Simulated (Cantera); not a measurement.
A closed system holds: 1 mol Si(CH3)4, 0.016 mol C2H4, 310 mol H2, held at 1248 K and 60.0 mbar.

Method: chemical equilibrium by Gibbs-energy minimisation in Cantera with the NASA 1993 tables (ideal gas, pure condensed phases). Candidate condensed phases: C, C6H6, C7H8, C8H18, Si, SiC; 87 gas species. The numbers say what is thermodynamically allowed, not how fast it happens.

Base state: H2 0.999, CH4 0.000668 (mole fractions); condensed: C(graphite) + SiC(s).

What changes in the equilibrium state with this change: pressure from 60.0 mbar to 0.160 bar?


```csv
species,before,after
H2,0.999,0.998
CH4,0.000668,0.00178
"C(graphite), mol",2.82,2.47
"SiC(s), mol",1.00,1.00
```

What changes in the equilibrium state with this change: temperature from 1248 K to 1875 K?


```tsv
species	before	after
H2	0.999	0.997
H	1.91e-6	0.00267
C2H2 (acetylene)	2.43e-7	0.000316
CH4	0.000668	3.61e-5
C(graphite), mol	2.82	2.82
SiC(s), mol	1.00	0.997
```
